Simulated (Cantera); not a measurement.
Feed: 1 mol Al, 2.2 mol HCl, a varied amount of H2, at 848 K and 1.33 mbar.

Equilibrium computed with Cantera from the NASA thermochemical tables; the gas is ideal and each condensed phase is pure. Candidate condensed phases: Al, AlCl3; 12 gas species. The tables' values for AlCl2 are old estimates; treat these amounts as uncertain. The numbers say what is thermodynamically allowed, not how fast it happens.

x: gas mole fraction; n: condensed amount in mol.

```
n(H2) (mol)   x H2  x AlCl3   x AlCl   x AlCl2  n Al(s)
-----------  -----  -------  -------  --------  -------
22           0.964   0.0278      ___  0.000555    0.145
30           0.973   0.0204      ___  0.000452    0.121
39           0.978   0.0156  0.00604  0.000378   0.0966
47           0.981   0.0128  0.00566  0.000332   0.0765
55           0.983   0.0109  0.00535  0.000297   0.0577
63           0.985  0.00939  0.00509  0.000269   0.0400
71           0.987  0.00824  0.00488  0.000247   0.0232
79           0.988  0.00733  0.00469  0.000228  0.00711
88           0.989  0.00655      ___  0.000208        0
96           0.990  0.00602      ___  0.000191        0
```

### Question
What belongs in the gaps?

### Answer

- 22, x AlCl: 0.00732
- 30, x AlCl: 0.00660
- 88, x AlCl: 0.00434
- 96, x AlCl: 0.00399
